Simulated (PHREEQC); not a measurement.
Make-up at 25 °C and 500 atm: 0.014 mol Cu(NO3)2, 0.004 mol HCl and 0.089 mol NaCl per kg of water. Closed to the air; pH follows from the charge balance.

Model: ion-association model, phreeqc.dat, run in PHREEQC.

Each row changes one thing in this solution. This is a speciation only: nothing precipitates in the calculation.

```csv
case,pH,ionic strength (mol/kgw),SI of Halite (NaCl)
as made,2.48,0.133,-3.96
Cu(NO3)2 left out,2.48,0.0930,…
HCl from 0.004 to 0.006 mol/kgw,…,0.135,-3.96
temperature from 25 to 65 °C,…,0.126,…
```

Task: Fill in the missing entries.

Result: 
- Cu(NO3)2 left out, SI of Halite (NaCl): -3.94
- HCl from 0.004 to 0.006 mol/kgw, pH: 2.31
- temperature from 25 to 65 °C, pH: 2.49
- temperature from 25 to 65 °C, SI of Halite (NaCl): -4.01

Complexes and solids missing from the database can't appear. Under pressure, the constants of complexes without a molar volume in the database are unreliable. Away from 25 °C the constants follow the database's enthalpies or fits; those with neither stay at their 25 °C values.
